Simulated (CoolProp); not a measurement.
Model: reference Helmholtz-energy equation of state, Zhou 2011, in CoolProp.

Q: Give the vapour pressure (bar), liquid density (kg/m³), enthalpy of vaporisation (kJ/kg), vapour Z of saturated dimethyl carbonate at 480.4 K.

A: 
| T (K) | p (bar) | liquid density (kg/m³) | enthalpy of vaporisation (kJ/kg) | vapour Z |
|---|---|---|---|---|
| 480.4 | 15.3 | 779 | 272 | 0.791 |
